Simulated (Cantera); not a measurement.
Charge: 1 mol B₂O₃, 0.22 mol O₂, held at 0.310 bar.

Cantera equilibrium calculation (NASA polynomials, part measured and part estimated; ideal gas, pure solids and liquids). Candidate condensed phases: B, B₂O₃; 10 gas species. Kinetics and transport are ignored.

x: gas mole fraction; n: condensed amount in mol.

| T (K) | x O₂ | x B₂O₃ | x BO₂ | x O | n B₂O₃(l) |
|---|---|---|---|---|---|
| 1300 | 1.000 | 6.01e-7 | 4.58e-7 | 3.18e-7 | 1.00 |
| 1375 | 1.000 | ___ | ___ | ___ | 1.000 |
| 1450 | 1.000 | 2.42e-5 | 1.07e-5 | 3.61e-6 | 1.000 |
| 1525 | 1.000 | 0.000116 | 4.05e-5 | 1.02e-5 | 1.000 |
| 1600 | 0.999 | 0.000473 | 0.000135 | 2.60e-5 | 1.000 |
| 1675 | 0.998 | 0.00169 | 0.000404 | 6.13e-5 | 1.000 |
| 1750 | 0.993 | 0.00540 | 0.00109 | 0.000134 | 0.999 |
| 1825 | 0.981 | ___ | ___ | ___ | 0.996 |
| 1900 | 0.952 | 0.0411 | 0.00624 | 0.000523 | 0.990 |
| 1975 | 0.886 | 0.100 | 0.0133 | 0.000931 | 0.974 |
| 2050 | 0.744 | 0.228 | 0.0259 | 0.00151 | 0.929 |

Problem. What belongs in the gaps?

Solution. 
- 1375, x B₂O₃: 4.24e-6
- 1375, x BO₂: 2.41e-6
- 1375, x O: 1.14e-6
- 1825, x B₂O₃: 0.0156
- 1825, x BO₂: 0.00272
- 1825, x O: 0.000273
